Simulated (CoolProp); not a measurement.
A single-stage vapour-compression cycle with the fluid: evaporating at 240.15 K (dew point), condensing at 309.15 K (bubble point), superheat 8 K, subcooling 8 K, compressor efficiency 0.85, no pressure losses. The same conditions are run with several fluids, on thermodynamics alone (safety and materials aside).

Values from CoolProp's reference Helmholtz-energy equation of state of each fluid (CH3F (R41): Lemmon 2006; R143a: Lemmon and Jacobsen 2000; trans-2-butene: Lemmon 2005; R115: Lemmon 2016; ammonia: Gao 2020; C3F8 (R218): Lemmon 2006).

Q: Rank CH3F (R41), R143a, trans-2-butene, R115, ammonia, C3F8 (R218) by cooling COP, highest first.

A: trans-2-butene (2.41), ammonia (2.24), R143a (2.11), R115 (1.97), CH3F (R41) (1.86), C3F8 (R218) (1.66)

| fluid | pressure ratio | discharge temperature (K) | refrigerating effect (kJ/kg) | volumetric capacity (kJ/m³) |
|---|---|---|---|---|
| CH3F (R41) | 6.66 | 397.0 | 268 | 3750 |
| R143a | 8.75 | 336.8 | 132 | 1100 |
| trans-2-butene | 14.5 | 337.8 | 311 | 193 |
| R115 | 8.99 | 313.4 | 66.0 | 687 |
| ammonia | 13.5 | 476.3 | 1110 | 962 |
| C3F8 (R218) | 9.63 | 309.2 | 44.4 | 511 |

The compression ends wet for: C3F8 (R218).
